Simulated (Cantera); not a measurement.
Input (Python, Cantera):

```python
import numpy as np
import cantera as ct

surf = ct.Interface("diamond.yaml", "diamond_100")
gas, bulk = surf.adjacent["gas"], surf.adjacent["diamond"]
k = surf.kinetics_species_index(bulk.species_names[0])
cover = ["c6HH", "c6H*", "c6*H", "c6**", "c6HM", "c6B"]

rows, drift = [], 0.0
print(f"{'xH':>10s}{'um/h':>11s}" + "".join(f"{s:>11s}" for s in cover))
for v in [0.0001, 0.00021, 0.00043, 0.00089, 0.0018, 0.0038, 0.0079, 0.016, 0.034]:
    T, P, xH, xCH3 = 1275, 4400, v, 1.7e-05
    gas.TPX = T, P, {"H": xH, "CH3": xCH3, "CH4": 0.013, "H2": 1 - xH - xCH3 - 0.013}
    surf.TP = bulk.TP = T, P
    surf.coverages = "c6H*:0.1, c6HH:0.9"
    surf.advance_coverages(100.0)
    before = surf.coverages
    surf.advance_coverages(100.0)
    drift = max(drift, np.max(np.abs(surf.coverages - before) / (surf.coverages + 1e-9)))
    rate = surf.net_production_rates[k] * bulk.mean_molecular_weight / bulk.density * 3.6e9
    rows.append([rate, *surf[cover].coverages])
    print(f"{v:10.4g}{rate:11.4e}" + "".join(f"{x:11.3e}" for x in rows[-1][1:]))
```

Result:

```
        xH       um/h       c6HH       c6H*       c6*H       c6**       c6HM        c6B
    0.0001 5.6141e-03  6.484e-01  2.856e-02  3.184e-01  4.437e-03  2.383e-05  1.523e-11
   0.00021 1.7161e-02  5.497e-01  3.622e-02  4.038e-01  9.973e-03  3.260e-05  4.657e-11
   0.00043 3.7388e-02  4.812e-01  4.121e-02  4.595e-01  1.773e-02  4.104e-05  1.015e-10
   0.00089 6.4945e-02  4.383e-01  4.406e-02  4.912e-01  2.625e-02  4.844e-05  1.762e-10
    0.0018 9.6195e-02  4.148e-01  4.544e-02  5.064e-01  3.310e-02  5.329e-05  2.610e-10
    0.0038 1.3831e-01  4.017e-01  4.614e-02  5.141e-01  3.796e-02  5.519e-05  3.753e-10
    0.0079 2.0050e-01  3.952e-01  4.649e-02  5.175e-01  4.068e-02  5.352e-05  5.441e-10
     0.016 2.9461e-01  3.921e-01  4.670e-02  5.189e-01  4.210e-02  4.833e-05  7.995e-10
     0.034 4.3920e-01  3.905e-01  4.694e-02  5.196e-01  4.291e-02  3.900e-05  1.192e-09
```

Model: the Harris–Goodwin 1993 mechanism for the reconstructed diamond (100) surface, integrated in Cantera.
